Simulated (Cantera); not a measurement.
**Equilibrium for iron carbonyl, mercury and lead vapours: Hg + O₂ + H₂**

A closed system holds: 1 mol Hg, a varied amount of O₂, 0.11 mol H₂, held at 1302 °C and 0.105 Torr.

Method: chemical equilibrium by Gibbs-energy minimisation in Cantera with the NASA 1993 tables (ideal gas, pure condensed phases). Candidate condensed phases: H₂O, Hg, HgO; 10 gas species. Kinetics and transport are ignored.

From 0.03 mol O₂ to 0.13 mol O₂ nothing is condensed. The main Hg-bearing gas is Hg throughout.

| n(O₂) (mol) | x Hg | x H₂O | x O₂ | x H₂ | x OH | x H |
|---|---|---|---|---|---|---|
| 0.03 | 0.901 | 0.0540 | 2.53e-7 | 0.0447 | 3.26e-5 | 0.000742 |
| 0.041 | 0.901 | 0.0738 | 1.51e-6 | 0.0250 | 5.96e-5 | 0.000555 |
| 0.052 | 0.901 | 0.0934 | 5.05e-5 | 0.00546 | 0.000161 | 0.000260 |
| 0.064 | 0.893 | 0.0975 | 0.00810 | 0.000450 | 0.000586 | 7.45e-5 |
| 0.075 | 0.885 | 0.0966 | 0.0176 | 0.000303 | 0.000709 | 6.11e-5 |
| 0.086 | 0.876 | 0.0957 | 0.0270 | 0.000242 | 0.000785 | 5.46e-5 |
| 0.097 | 0.868 | 0.0948 | 0.0363 | 0.000207 | 0.000841 | 5.05e-5 |
| 0.11 | 0.858 | 0.0937 | 0.0470 | 0.000180 | 0.000892 | 4.71e-5 |
| 0.12 | 0.851 | 0.0929 | 0.0551 | 0.000165 | 0.000924 | 4.51e-5 |
| 0.13 | 0.843 | 0.0921 | 0.0630 | 0.000153 | 0.000952 | 4.34e-5 |
x: gas mole fraction; nothing condenses.
